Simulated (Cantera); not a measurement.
A perfectly stirred reactor is fed with H₂ : O₂ = 0.046 : 1 (molar parts), at 0.0133 bar; it is held at 948 K, and followed from long to short residence time.

Detailed kinetics in Cantera: the H2/O2 subset of GRI-Mech 3.0, which has no nitrogen chemistry. Radical loss at walls, strong at low pressure, is not modelled. Below about 950 K walls govern HO2 and H2O2 in real vessels. The temperature is held fixed by assumption; the heat of reaction is taken as removed at once.

Problem. Predict: x(H₂) at τ = 7.00 s; x(O₂) at τ = 7.00 s; x(H₂O) at τ = 7.00 s; x(H) at τ = 7.00 s; x(O) at τ = 7.00 s; x(H₂) at τ = 0.160 s; x(O₂) at τ = 0.160 s; x(H₂O) at τ = 0.160 s; x(H) at τ = 0.160 s; x(O) at τ = 0.160 s.

Solution. x(H₂) at τ = 7.00 s: 0.000212
x(O₂) at τ = 7.00 s: 0.955
x(H₂O) at τ = 7.00 s: 0.0447
x(H) at τ = 7.00 s: 1.70e-5
x(O) at τ = 7.00 s: 0.000300
x(H₂) at τ = 0.160 s: 0.00172
x(O₂) at τ = 0.160 s: 0.952
x(H₂O) at τ = 0.160 s: 0.0425
x(H) at τ = 0.160 s: 0.000671
x(O) at τ = 0.160 s: 0.00256
